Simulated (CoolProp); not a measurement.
The fluid at 317.79 K and 0.146 MPa expands adiabatically to 0.0152 MPa with isentropic efficiency 0.85. The same conditions are run with several fluids, on thermodynamics alone (safety and materials aside).

Values from CoolProp's reference Helmholtz-energy equation of state of each fluid (R142b: Lemmon 2006; R124: de Vries 1995; R13: Platzer 1990; nitrous oxide: Lemmon 2006; vinyl chloride: Thol 2022). The equations of Platzer and Polt are older, rougher fits.

| fluid | work (kJ/kg) | final temperature (K) | final density (kg/m³) |
|---|---|---|---|
| R142b | ? | 260.5 | 0.710 |
| R124 | 33.3 | ? | 0.932 |
| R13 | ? | 249.0 | ? |
| nitrous oxide | ? | ? | 0.386 |
| vinyl chloride | 67.1 | ? | 0.494 |

Task: Complete the blanks.

Result: 
- R142b, work (kJ/kg): 44.3
- R124, final temperature (K): 269.1
- R13, work (kJ/kg): 42.0
- R13, final density (kg/m³): 0.769
- nitrous oxide, work (kJ/kg): 90.1
- nitrous oxide, final temperature (K): 209.1
- vinyl chloride, final temperature (K): 232.5
